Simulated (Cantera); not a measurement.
A Cantera script and its output.

```python
import numpy as np
import cantera as ct

gas = ct.Solution("gri30.yaml")
gas.TPX = 925, 720, {'H2': 0.46, 'O2': 1, 'N2': 0.0016}
reactor = ct.IdealGasConstPressureReactor(gas, energy="off", clone=False)
net = ct.ReactorNet([reactor])
net.rtol, net.atol = 1e-08, 1e-18
show = ['H2', 'O2', 'OH', 'HO2', 'H2O']
times = np.geomspace(6e-06, 30, 15)

steps = ct.SolutionArray(gas, extra=["t"])
rows = []
print(f"{'t/s':>10s}{'T/K':>9s}{'P/Pa':>11s}" + "".join(f"{s:>11s}" for s in show))
for t in times:
    while net.time < t:
        t_next = net.step()
        steps.append(gas.state, t=t_next)
    rows.append([np.interp(t, steps.t, y) for y in (steps.T, steps.P, *steps(*show).X.T)])
    print(f"{t:10.3e}{rows[-1][0]:9.1f}{rows[-1][1]:11.4g}" + "".join(f"{x:11.3e}" for x in rows[-1][2:]))
rate = np.gradient(steps.T, steps.t)
print("integrator steps:", len(steps.t))
if steps.T.max() > steps.T[0] + 200:
    print(f"time of steepest temperature rise: {steps.t[rate.argmax()]:.4e} s")
gas.TPX = 925, 720, {'H2': 0.46, 'O2': 1, 'N2': 0.0016}
gas.equilibrate("TP")
print(f"equilibrium (TP): T = {gas.T:.1f} K  " + "  ".join(f"{s} {gas[s].X[0]:.3e}" for s in show))
```

It prints:

```
       t/s      T/K       P/Pa         H2         O2         OH        HO2        H2O
 6.000e-06    925.0        720  3.147e-01  6.842e-01  3.467e-15  7.353e-13  2.213e-16
 1.806e-05    925.0        720  3.147e-01  6.842e-01  2.808e-14  2.213e-12  5.244e-15
 5.434e-05    925.0        720  3.147e-01  6.842e-01  1.953e-13  6.665e-12  1.172e-13
 1.635e-04    925.0        720  3.147e-01  6.842e-01  1.060e-12  2.009e-11  2.052e-12
 4.922e-04    925.0        720  3.147e-01  6.842e-01  5.641e-12  6.085e-11  3.219e-11
 1.481e-03    925.0        720  3.147e-01  6.842e-01  6.443e-11  1.921e-10  7.964e-10
 4.458e-03    925.0        720  3.147e-01  6.842e-01  2.395e-08  5.176e-09  3.606e-07
 1.342e-02    925.0        720  5.726e-02  5.832e-01  5.226e-03  9.834e-06  1.972e-01
 4.038e-02    925.0        720  3.890e-03  6.203e-01  1.675e-03  1.369e-05  3.625e-01
 1.215e-01    925.0        720  2.653e-04  6.250e-01  2.613e-04  5.066e-06  3.730e-01
 3.657e-01    925.0        720  2.616e-05  6.252e-01  8.135e-05  9.651e-07  3.734e-01
 1.101e+00    925.0        720  2.608e-06  6.252e-01  3.177e-05  1.659e-07  3.735e-01
 3.312e+00    925.0        720  3.102e-07  6.252e-01  1.422e-05  3.471e-08  3.735e-01
 9.968e+00    925.0        720  5.889e-08  6.252e-01  7.103e-06  9.083e-09  3.735e-01
 3.000e+01    925.0        720  1.501e-08  6.252e-01  3.777e-06  2.709e-09  3.735e-01
integrator steps: 1738
equilibrium (TP): T = 925.0 K  H2 4.378e-11  O2 6.252e-01  OH 2.062e-07  HO2 3.249e-10  H2O 3.735e-01
```

Computed with Cantera and GRI-Mech 3.0 (53 species, 325 reactions). Radical loss at walls, strong at low pressure, is not modelled. Below about 950 K walls govern HO2 and H2O2 in real vessels. The temperature is held fixed by assumption; the heat of reaction is taken as removed at once.
